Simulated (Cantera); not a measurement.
Input: 1 mol BN, 1.4 mol H₂O, 83 mol N₂, at 0.0165 Torr.

Equilibrium computed with Cantera from the NASA thermochemical tables; the gas is ideal and each condensed phase is pure. Candidate condensed phases: B, BN, B₂O₃, B₃O₃H₃, H₂O; 39 gas species. Mutual solubility and eutectic melting of coexisting phases are not modelled. The numbers say what is thermodynamically allowed, not how fast it happens.

x: gas mole fraction; n: condensed amount in mol.

| T (K) | x N₂ | x H₂ | x B₂O₃ | x HBO | x HBO₂ | n BN(s) | n B₂O₃(l) |
|---|---|---|---|---|---|---|---|
| 1148 | 0.983 | 0.0164 | 7.04e-5 | 2.04e-5 | 0.000167 | 0.0710 | 0.451 |
| 1173 | 0.983 | 0.0163 | 0.000169 | 3.89e-5 | 0.000242 | 0.0725 | 0.437 |
| 1198 | 0.983 | 0.0163 | 0.000392 | 7.23e-5 | 0.000347 | 0.0742 | 0.411 |
| 1223 | 0.982 | 0.0162 | 0.000874 | 0.000131 | 0.000487 | 0.0758 | ? |
| 1248 | 0.981 | 0.0160 | 0.00189 | 0.000230 | 0.000673 | 0.0761 | ? |
| 1273 | 0.979 | 0.0157 | 0.00394 | 0.000395 | 0.000915 | 0.0725 | ? |
| 1298 | 0.978 | 0.0157 | 0.00453 | 0.000551 | 0.000845 | 0.0587 | 0 |
| 1323 | 0.978 | 0.0157 | 0.00444 | 0.000723 | 0.000708 | 0.0400 | 0 |
| 1348 | 0.978 | 0.0156 | 0.00428 | 0.000932 | 0.000589 | 0.0162 | 0 |
| 1373 | 0.978 | 0.0155 | 0.00414 | 0.00108 | 0.000545 | 0 | 0 |

Task: Complete the blanks.

Result: 
- 1223, n B₂O₃(l): 0.360
- 1248, n B₂O₃(l): 0.258
- 1273, n B₂O₃(l): 0.0577
